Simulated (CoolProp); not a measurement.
n-perfluorohexane along the isotherm 450 K: fugacity coefficient from the reference equation and from simpler models built on Tc = 448.0 K, pc = 17.42 bar, ω = 0.497; each cubic takes its own stable root.

Model: reference Helmholtz-energy equation of state, Gao 2022, in CoolProp.

| p (bar) | phase | reference | van der Waals | Redlich-Kwong | Soave-Redlich-Kwong |
|---|---|---|---|---|---|
| 0.275 | gas | 0.9946 | 0.9954 | 0.9947 | 0.9947 |
| 0.429 | gas | 0.9915 | 0.9928 | 0.9917 | 0.9918 |
| 0.668 | gas | 0.9868 | 0.9887 | 0.9871 | 0.9872 |
| 1.04 | gas | 0.9795 | 0.9825 | 0.9800 | 0.9801 |
| 1.62 | gas | 0.9681 | 0.9727 | 0.9689 | 0.9690 |
| 2.52 | gas | 0.9505 | 0.9576 | 0.9518 | 0.9519 |
| 3.92 | gas | 0.9232 | 0.9342 | 0.9253 | 0.9256 |
| 6.11 | gas | 0.8809 | 0.8976 | 0.8843 | 0.8848 |
| 9.51 | gas | 0.8157 | 0.8407 | 0.8215 | 0.8222 |
| 14.8 | gas | 0.7130 | 0.7495 | 0.7234 | 0.7247 |
| 23.1 | supercritical | 0.5294 | 0.5778 | 0.5483 | 0.5513 |
| 35.9 | supercritical | 0.3801 | 0.4390 | 0.4047 | 0.4073 |
| 55.9 | supercritical | 0.2855 | 0.3559 | 0.3136 | 0.3158 |
| 87.1 | supercritical | 0.2303 | 0.3192 | 0.2622 | 0.2641 |
